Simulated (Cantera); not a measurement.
Feed: 1 mol SiCl₄, 0.02 mol HCl, 27 mol H₂, equilibrated at 56.3 Torr.

Cantera equilibrium calculation (NASA polynomials, part measured and part estimated; ideal gas, pure solids and liquids). Candidate condensed phases: Si; 19 gas species. The numbers say what is thermodynamically allowed, not how fast it happens.

Over these rows the condensed part is Si(s). Partial pressures as log10 of bar:

```
T (K)  1000/T (1/K)  log p SiCl₂  log p H₂  log p HCl  log p SiCl₄
-----  ------------  -----------  --------  ---------  -----------
1023         0.9775        -4.30     -1.15      -2.85        -2.77
1073         0.9320        -3.95     -1.15      -2.70        -2.82
1123         0.8905        -3.65     -1.16      -2.56        -2.88
1173         0.8525        -3.39     -1.16      -2.45        -2.98
1223         0.8177            ?     -1.16      -2.36        -3.13
1273         0.7855        -3.01     -1.17      -2.30        -3.32
```

### Question
Fit log p(SiCl₂) = a + b·(1000/T) to the five rows, give the apparent enthalpy, and predict the row at 1223 K.

### Answer
Means: 1000/T = 0.8876, log p = -3.660. Sxy = -0.146225, Sxx = 0.0217182, so b = -6.73 and a = -3.660 − (-6.73)×0.8876 = 2.31.
Apparent enthalpy: −19.145 × (-6.73) = 129 kJ/mol. With the condensed phases at unit activity, 1/2 Si(s) + 1/2 SiCl₄(g) = SiCl₂(g) links this pressure to the main gases: over the six rows their terms move log p by -0.27 in all, so the slope isn't that reaction's ΔH° alone. The five rows lie within 0.04 of the line.
Prediction at 1223 K: 2.31 + (-6.73)×0.8177 = -3.19. The computed value is -3.17, 0.02 from the line.
